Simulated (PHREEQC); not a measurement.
0.55 g of hydrous ferric oxide (600 m²/g; 0.2 weak and 0.005 strong sites per Fe, Dzombak-Morel constants, diffuse double layer) in 1 kg of water with 0.005 mol/kgw of an inert sodium salt, at 25 °C; the pH is set by adding NaOH or the inert anion's acid. Oxygen is held at 0.21 atm. CO2 from the air is kept out. No solid was allowed to form.

All values are PHREEQC results (ion-association model, wateq4f.dat), not measurements.

| pH | surface charge σ (C/m²) | surface potential ψ (mV) |
|---|---|---|
| 3 | 0.305 | 214 |
| 3.5 | 0.246 | ___ |
| 4 | 0.185 | 193 |
| 4.5 | ___ | ___ |
| 5 | 0.091 | 158 |
| 5.5 | ___ | ___ |
| 6 | 0.038 | 114 |
| 6.5 | 0.023 | ___ |
| 7 | ___ | 62 |
| 7.5 | 0.006 | 34 |
| 8 | ___ | 6 |
| 8.5 | -0.004 | -22 |
| 9 | -0.009 | -50 |

Problem. Some entries are withheld; supply them.

Solution. 
- 3.5, surface potential ψ (mV): 206
- 4.5, surface charge σ (C/m²): 0.133
- 4.5, surface potential ψ (mV): 177
- 5.5, surface charge σ (C/m²): 0.060
- 5.5, surface potential ψ (mV): 137
- 6.5, surface potential ψ (mV): 89
- 7, surface charge σ (C/m²): 0.013
- 8, surface charge σ (C/m²): 0.001

The oxide is taken as insoluble; below pH 4 it would dissolve.
